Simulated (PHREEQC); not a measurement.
A column of 0.2 m (30 cells, dispersivity 0.007 m, 300 s a shift, diffusion coefficient 3e-10 m²/s) holds 0.087 eq of the database's cation exchanger X per kg of pore water, first in equilibrium with 6.1 mmol/kgw NaCl, 9 mmol/kgw LiCl and 0.01 mmol/kgw HCl. It is flushed with 12 mmol/kgw MgCl2, 29 mmol/kgw KCl, 8.7 mmol/kgw LiCl and 0.01 mmol/kgw HCl, at 25 °C. Values are for the last cell. CO2 from the air is kept out. Nothing may precipitate in this run.

Base run: PHREEQC, ion-association model, phreeqc.dat. Each further column changes one thing. The table gives Na in solution (mol/kgw).

```csv
pore volumes,base,exchange capacity from 0.087 to 0.043 eq/kgw,dispersivity from 0.007 to 0.014 m
0,0.00610,0.00610,0.00610
0.5167,0.00624,0.00624,0.00699
1.183,0.0208,0.0206,0.0200
1.683,0.0244,0.0169,0.0236
2.183,0.0239,0.000945,0.0228
2.85,0.00217,2.07e-5,0.00399
3.35,0.000137,1.17e-6,0.000806
3.85,1.00e-5,6.59e-8,0.000178
4.517,3.31e-7,1.40e-9,2.51e-5
5.017,2.65e-8,7.71e-11,5.93e-6
```
